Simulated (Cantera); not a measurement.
Feed: 1 mol Si, 0.035 mol CO2, 10 mol N2, at 2075 K and 0.0133 bar.

Cantera equilibrium calculation (NASA polynomials, part measured and part estimated; ideal gas, pure solids and liquids). Candidate condensed phases: C, Si, SiC, SiO2, Si2N2O, Si3N4; 34 gas species. Mutual solubility and eutectic melting of coexisting phases are not modelled. The tables' values for SiN are old estimates; treat these amounts as uncertain. Kinetics and transport are ignored.

Base state: N2 0.985, Si 0.00764, SiO 0.00470, CO 0.00219, Si2C 0.000284, Si2N 0.000235, SiN 0.000192, Si2 9.42e-5 (mole fractions); condensed: Si(l) + SiC(s).

### Question
What changes in the equilibrium state with this change: pressure from 0.0133 bar to 4.10 bar?

### Answer
```json
[
 {"species": "N2", "before": "0.985", "after": "0.995"},
 {"species": "CO", "before": "0.00219", "after": "0.00372"},
 {"species": "SiO", "before": "0.00470", "after": "0.00159"},
 {"species": "Si", "before": "0.00764", "after": "5.49e-6"},
 {"species": "Si3", "before": "1.95e-5", "after": "<1e-9"},
 {"species": "Si2", "before": "9.42e-5", "after": "1.50e-8"},
 {"species": "Si2C", "before": "0.000284", "after": "5.02e-8"},
 {"species": "Si2N", "before": "0.000235", "after": "6.59e-7"},
 {"species": "SiN", "before": "0.000192", "after": "2.43e-6"},
 {"species": "Si(l), mol", "before": "0.850", "after": "0"},
 {"species": "SiC(s), mol", "before": "0.00981", "after": "0"},
 {"species": "Si2N2O(s), mol", "before": "0", "after": "0.0201"},
 {"species": "Si3N4(s), mol", "before": "0", "after": "0.315"}
]
```

### Question
What changes in the equilibrium state with this change: pressure from 0.0133 bar to 0.000510 bar?

### Answer
| species | before | after |
|---|---|---|
| N2 | 0.985 | 0.908 |
| Si | 0.00764 | 0.0837 |
| SiO | 0.00470 | 0.00392 |
| Si2 | 9.42e-5 | 0.000432 |
| Si2C | 0.000284 | 0.000727 |
| SiN | 0.000192 | 0.000395 |
| Si3 | 1.95e-5 | 3.75e-5 |
| Si(l), mol | 0.850 | 0 |
| SiC(s), mol | 0.00981 | 0 |
